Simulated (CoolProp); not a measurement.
Aqueous magnesium chloride as a coolant, 15 % by mass, freezing at -16.8 °C, 1 atm.

Values from CoolProp's Melinder's fits for secondary coolants.

| T (°C) | Prandtl number | conductivity (W/(m K)) | density (kg/m³) | cp (kJ/(kg K)) |
|---|---|---|---|---|
| -8.6 | 31.4 | 0.512 | 1136 | 3.277 |
| 1 | 22.0 | 0.529 | 1134 | 3.301 |
| 10.6 | 15.9 | ___ | 1131 | 3.323 |
| 20.3 | 11.6 | ___ | 1128 | 3.345 |
| 29.9 | 8.57 | 0.579 | 1124 | 3.367 |
| 39.6 | 6.23 | ___ | 1120 | 3.390 |

Problem. Fill in the missing entries.

Solution. 
- 10.6, conductivity (W/(m K)): 0.546
- 20.3, conductivity (W/(m K)): 0.563
- 39.6, conductivity (W/(m K)): 0.595
